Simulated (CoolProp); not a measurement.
Vapour-liquid equilibrium of ethanol (1) + ethylbenzene (2) at 346 kPa; x and y are mole fractions of (1).

Model: multi-fluid Helmholtz-energy mixture model, Schroeder 2014 and Zhou 2012; pair parameters Bell 2016, in CoolProp.

Task: Give the bubble temperature and the first vapour's composition at x = 0.05, 0.65, 0.8. Is there an azeotrope?

Result: x = 0.05: 160.6 °C, y = 0.458; x = 0.65: 117.8 °C, y = 0.876; x = 0.8: 115.7 °C, y = 0.909. No azeotrope shows between x = 0.05 and 0.95.

Pair parameters are fitted to limited data, so mixtures are less certain than the pure fluids. With so large a gap from Raoult's law the liquid may split in two, which this calculation doesn't test in full.
